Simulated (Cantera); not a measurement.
Input: 1 mol Ti(OiPr)₄, 2.2 mol H₂O, 38 mol H₂.

Equilibrium computed with Cantera from the NASA thermochemical tables; the gas is ideal and each condensed phase is pure. Candidate condensed phases: C, C₆H₆, C₇H₈, C₈H₁₈, H₂O, Ti, TiC, TiO, TiO₂, Ti₂O₃, Ti₃O₅, Ti₄O₇; 113 gas species. The feed counts by its element totals alone. Mutual solubility and eutectic melting of coexisting phases are not modelled. TiC: taken at fixed stoichiometry. Condensed phases not in the tables: Magnéli phases beyond Ti₄O₇. Equilibrium is a limit: real reactors are often held back by kinetics, nucleation or transport.

**Question.** What condenses at these points (T in K, P in Pa): (1273, 27000); (1273, 7200); (1273, 100000); (2173, 1900); (2098, 27000); (2173, 7200); (2173, 1900)?

**Answer.** 
```json
[
 {"T (K)": "1273", "P in Pa": "27000", "condensed phases": "C + Ti₃O₅", "Ti condensed (%)": "100.0"},
 {"T (K)": "1273", "P in Pa": "7200", "condensed phases": "C + TiC + Ti₃O₅", "Ti condensed (%)": "100.0"},
 {"T (K)": "1273", "P in Pa": "100000", "condensed phases": "C + Ti₄O₇", "Ti condensed (%)": "100.0"},
 {"T (K)": "2173", "P in Pa": "1900", "condensed phases": "C + TiC", "Ti condensed (%)": "100.0"},
 {"T (K)": "2098", "P in Pa": "27000", "condensed phases": "C + TiC", "Ti condensed (%)": "100.0"},
 {"T (K)": "2173", "P in Pa": "7200", "condensed phases": "C + TiC", "Ti condensed (%)": "100.0"},
 {"T (K)": "2173", "P in Pa": "1900", "condensed phases": "C + TiC", "Ti condensed (%)": "100.0"}
]
```
